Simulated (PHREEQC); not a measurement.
PHREEQC input (ion-association model, wateq4f.dat):

```
SOLUTION_MASTER_SPECIES
  An  An-  0  An  62.0  # stands for a non-complexing anion
SOLUTION_SPECIES
  An- = An-
    -log_k 0
    -gamma 3.0 0
PHASES
  Fix_H+
    H+ = H+
    -log_k 0
SOLUTION 1
  temp 25
  units mmol/kgw
  pH 7 charge
  Na 5
  An 5
END
SELECTED_OUTPUT 1
  -reset false
  -pH true
  -pe true
  -ionic_strength true
  -water true
  -totals Na
  -molalities Hfo_wOH Hfo_wOH2+ Hfo_wO- Hfo_sOH Hfo_sOH2+ Hfo_sO-
USER_PUNCH 1
  -headings sigma psi
  10 PUNCH EDL("sigma", "Hfo"), EDL("psi", "Hfo")
PRINT
  -reset false
USE solution 1
SURFACE 1
  Hfo_wOH 2.24719e-05 600 0.01
  Hfo_sOH 5.61798e-07
EQUILIBRIUM_PHASES 1
  Fix_H+ -3 HAn 10
    -force_equality true
  O2(g) -0.68 10
END
# ... the last block is repeated for the other 16 points of pH, with NaOH or the acid as the point needs
```

Selected output (columns that matter, 17 of 17 rows; pH added in front):

```
pH	mu	Na	m_Hfo_wOH	m_Hfo_wOH2+	m_Hfo_wO-	m_Hfo_sOH	m_Hfo_sOH2+	m_Hfo_sO-	sigma	psi
3	0.0060867	0.005	4.1027e-06	1.8348e-05	2.1015e-08	1.0257e-07	4.5871e-07	5.2539e-10	0.30211	0.2153
3.5	0.0053469	0.005	7.6185e-06	1.4763e-05	9.0065e-08	1.9046e-07	3.6908e-07	2.2516e-09	0.24188	0.20721
4	0.0051128	0.005	1.0936e-05	1.1293e-05	2.426e-07	2.734e-07	2.8233e-07	6.0651e-09	0.18216	0.1938
4.5	0.005038	0.005	1.3539e-05	8.4354e-06	4.9779e-07	3.3847e-07	2.1089e-07	1.2445e-08	0.13085	0.1772
5	0.0050135	0.005	1.5306e-05	6.3156e-06	8.4984e-07	3.8266e-07	1.5789e-07	2.1246e-08	0.090099	0.15821
5.5	0.0050052	0.005	1.6348e-05	4.865e-06	1.2585e-06	4.0871e-07	1.2162e-07	3.1464e-08	0.05945	0.13703
6	0.0050022	0.005	1.6879e-05	3.9337e-06	1.6592e-06	4.2198e-07	9.8343e-08	4.1479e-08	0.037495	0.11373
6.5	0.005001	0.005	1.7114e-05	3.3613e-06	1.9962e-06	4.2786e-07	8.4033e-08	4.9906e-08	0.022503	0.088548
7	0.0050005	0.005	1.7207e-05	3.0144e-06	2.2503e-06	4.3018e-07	7.5359e-08	5.6256e-08	0.012596	0.061908
7.5	0.0050002	0.005	1.724e-05	2.7965e-06	2.4349e-06	4.3101e-07	6.9912e-08	6.0873e-08	0.0059598	0.034307
8	0.005001	0.005001	1.725e-05	2.6415e-06	2.5806e-06	4.3125e-07	6.6038e-08	6.4514e-08	0.0010047	0.0062073
8.5	0.0050035	0.0050036	1.7246e-05	2.5017e-06	2.7237e-06	4.3116e-07	6.2543e-08	6.8093e-08	-0.003659	-0.021979
9	0.0050111	0.0050114	1.7226e-05	2.3382e-06	2.9074e-06	4.3066e-07	5.8455e-08	7.2684e-08	-0.0093822	-0.04985
9.5	0.0050347	0.0050353	1.7166e-05	2.1166e-06	3.1893e-06	4.2915e-07	5.2916e-08	7.9732e-08	-0.017682	-0.07696
10	0.0051091	0.0051101	1.7004e-05	1.8113e-06	3.6569e-06	4.2509e-07	4.5282e-08	9.1422e-08	-0.030423	-0.10278
10.5	0.0053441	0.0053457	1.66e-05	1.4168e-06	4.4554e-06	4.1499e-07	3.5421e-08	1.1138e-07	-0.050089	-0.12667
11	0.0060912	0.0060937	1.5653e-05	9.5761e-07	5.8614e-06	3.9132e-07	2.394e-08	1.4654e-07	-0.080836	-0.14769
```

The oxide is taken as insoluble; below pH 4 it would dissolve.
